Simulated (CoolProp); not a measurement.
Saturated liquid density (kg/m³) of propylene: the reference equation beside estimates from Tc = 91.1 °C, pc = 4555 kPa, ω = 0.146. Rackett uses Z = 0.29056 − 0.08775 ω.

Model: reference Helmholtz-energy equation of state, Lemmon 2013, in CoolProp.

```tsv
T (°C)	reference	Rackett	van der Waals	Soave-Redlich-Kwong
-52.05	615.5	607.8	388.3	578.4
-45.05	606.9	599.4	383.0	570.0
-37.95	597.9	590.6	377.5	561.0
-30.95	588.9	581.8	372.0	551.8
-23.95	579.7	572.7	366.2	542.1
-16.85	570.1	563.3	360.1	531.9
-9.85	560.4	553.7	353.9	…
-2.85	550.3	543.8	347.4	510.1
4.15	539.9	533.5	…	498.4
11.25	529.0	522.7	333.6	485.8
18.25	517.7	511.6	326.2	472.7
25.25	…	500.0	318.4	458.8
32.25	493.4	487.7	…	443.9
39.35	479.9	…	301.3	427.8
46.35	…	460.5	291.9	410.6
```

Problem. What belongs in the gaps?

Solution. 
- -9.85, Soave-Redlich-Kwong: 521.3
- 4.15, van der Waals: 340.7
- 25.25, reference: 505.8
- 32.25, van der Waals: 310.2
- 39.35, Rackett: 474.5
- 46.35, reference: 465.6

Absolute difference from the reference over all 15 rows, mean and median: Rackett 1.2 and 1.2 %, van der Waals 37.0 and 36.9 %, Soave-Redlich-Kwong 7.9 and 7.3 %.
